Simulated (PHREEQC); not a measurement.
**Brine (model solution)**

A solution holds 0.095 mol MgCl2, 0.015 mol CaCl2 and 0.27 mol NaCl per kg of water, at 25 °C. Closed to the air; pH follows from the charge balance.

Computed with PHREEQC (ion-association model, wateq4f.dat).

- ionic strength = 0.600 mol/kgw
- activity of water = 0.985

| species | molality | activity | log γ |
|---|---|---|---|
| Cl- | 0.490 | 0.309 | -0.200 |
| Na+ | 0.270 | 0.191 | -0.151 |
| Mg+2 | 0.0950 | 0.0275 | -0.539 |
| Ca+2 | 0.0150 | 0.00380 | -0.596 |
| H+ | 4.53e-7 | 3.43e-7 | -0.120 |
| MgOH+ | 4.03e-7 | 2.86e-7 | -0.149 |
| OH- | 4.65e-8 | 2.87e-8 | -0.209 |
| CaOH+ | 2.59e-9 | 1.81e-9 | -0.156 |

Precipitation was switched off in this run. Complexes and solids missing from the database can't appear.
